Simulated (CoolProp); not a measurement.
Octamethylcyclotetrasiloxane (D4) along the isotherm 346.85 °C: fugacity coefficient from the reference equation and from simpler models built on Tc = 313.4 °C, pc = 1.347 MPa, ω = 0.598; each cubic takes its own stable root.

Model: reference Helmholtz-energy equation of state, Thol 2015, in CoolProp.

```json
[
 {"p (MPa)": "0.259", "phase": "gas", "reference": "0.9460", "van der Waals": "0.9504", "Redlich-Kwong": "0.9449", "Soave-Redlich-Kwong": "0.9484", "Peng-Robinson": "0.9418"},
 {"p (MPa)": "0.518", "phase": "gas", "reference": "0.8931", "van der Waals": "0.9011", "Redlich-Kwong": "0.8910", "Soave-Redlich-Kwong": "0.8980", "Peng-Robinson": "0.8858"},
 {"p (MPa)": "0.777", "phase": "gas", "reference": "0.8413", "van der Waals": "0.8519", "Redlich-Kwong": "0.8381", "Soave-Redlich-Kwong": "0.8486", "Peng-Robinson": "0.8317"},
 {"p (MPa)": "1.04", "phase": "gas", "reference": "0.7897", "van der Waals": "0.8016", "Redlich-Kwong": "0.7851", "Soave-Redlich-Kwong": "0.7994", "Peng-Robinson": "0.7785"},
 {"p (MPa)": "1.3", "phase": "gas", "reference": "0.7394", "van der Waals": "0.7508", "Redlich-Kwong": "0.7329", "Soave-Redlich-Kwong": "0.7515", "Peng-Robinson": "0.7276"},
 {"p (MPa)": "1.55", "phase": "supercritical", "reference": "0.6916", "van der Waals": "0.6990", "Redlich-Kwong": "0.6821", "Soave-Redlich-Kwong": "0.7059", "Peng-Robinson": "0.6798"},
 {"p (MPa)": "1.81", "phase": "supercritical", "reference": "0.6423", "van der Waals": "0.6403", "Redlich-Kwong": "0.6278", "Soave-Redlich-Kwong": "0.6588", "Peng-Robinson": "0.6314"},
 {"p (MPa)": "2.07", "phase": "supercritical", "reference": "0.5944", "van der Waals": "0.5894", "Redlich-Kwong": "0.5772", "Soave-Redlich-Kwong": "0.6136", "Peng-Robinson": "0.5858"},
 {"p (MPa)": "2.33", "phase": "supercritical", "reference": "0.5513", "van der Waals": "0.5487", "Redlich-Kwong": "0.5352", "Soave-Redlich-Kwong": "0.5734", "Peng-Robinson": "0.5455"},
 {"p (MPa)": "2.59", "phase": "supercritical", "reference": "0.5148", "van der Waals": "0.5160", "Redlich-Kwong": "0.5008", "Soave-Redlich-Kwong": "0.5393", "Peng-Robinson": "0.5113"},
 {"p (MPa)": "2.85", "phase": "supercritical", "reference": "0.4842", "van der Waals": "0.4893", "Redlich-Kwong": "0.4723", "Soave-Redlich-Kwong": "0.5105", "Peng-Robinson": "0.4824"},
 {"p (MPa)": "3.11", "phase": "supercritical", "reference": "0.4584", "van der Waals": "0.4673", "Redlich-Kwong": "0.4484", "Soave-Redlich-Kwong": "0.4862", "Peng-Robinson": "0.4579"},
 {"p (MPa)": "3.37", "phase": "supercritical", "reference": "0.4366", "van der Waals": "0.4489", "Redlich-Kwong": "0.4282", "Soave-Redlich-Kwong": "0.4655", "Peng-Robinson": "0.4370"}
]
```
